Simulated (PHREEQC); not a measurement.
Solution (25 °C): 49 mmol/kgw HCl and 12 mmol/kgw CuSO4. It is in equilibrium with CO2 at log p = -2 (atm). Otherwise closed; pH follows from the charge balance.

Equilibrium calculation in PHREEQC: ion-association model, wateq4f.dat.

The pH is 1.45. The ionic strength is 0.0769 mol/kgw and the total alkalinity is -49.0 meq/kg.

| species | molality | activity | log γ |
|---|---|---|---|
| Cl- | 0.0484 | 0.0379 | -0.106 |
| H+ | 0.0422 | 0.0353 | -0.078 |
| Cu+2 | 0.0101 | 0.00434 | -0.366 |
| HSO4- | 0.00678 | 0.00538 | -0.100 |
| SO4-2 | 0.00386 | 0.00157 | -0.392 |
| CuSO4 | 0.00136 | 0.00139 | 0.008 |
| CuCl+ | 0.000562 | 0.000443 | -0.104 |
| CO2 | 0.000334 | 0.000340 | 0.008 |
| CuCl2 | 8.86e-6 | 9.02e-6 | 0.008 |
| CuHCO3+ | 1.17e-8 | 9.30e-9 | -0.099 |
| HCO3- | 5.32e-9 | 4.28e-9 | -0.095 |
| CuOH+ | 1.56e-9 | 1.23e-9 | -0.104 |
| CuCl3- | 1.54e-9 | 1.21e-9 | -0.104 |

Precipitation was switched off in this run. Complexes and solids missing from the database can't appear.
